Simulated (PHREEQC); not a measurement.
Dissolve 0.02 mol HF, 0.024 mol NaF, 3.6e-05 mol H2SiF6 and 0.024 mol HCl per kg of water at 25 °C. Closed to the air; pH follows from the charge balance.

All values are PHREEQC results (ion-association model, wateq4f.dat), not measurements.

```tsv
quantity	before	after
pH	2.29	2.85
ionic strength (mol/kgw)	0.0298	0.00389
HF (mol/kgw)	0.0322	0.00286
F- (mol/kgw)	0.00505	0.00146
H2F2 (mol/kgw)	0.00272	2.14e-5
HF2- (mol/kgw)	0.000628	1.61e-5
SI of Halite (NaCl)	-4.96	-6.88
SI of Quartz (SiO2)	-7.52	-3.16
```

**Question.** What was changed between the two runs?
A. temperature from 25 to 80 °C
B. temperature from 25 to 50 °C
C. NaF from 0.024 to 0.048 mol/kgw
D. diluted 10-fold with water

**Answer.** D, diluted 10-fold with water

No solid was allowed to form. wateq4f.dat counts part of the HF as a dimer, H2F2, which phreeqc.dat doesn't know; its constant is uncertain. SiF6-2 is the database's only silicon fluoride.
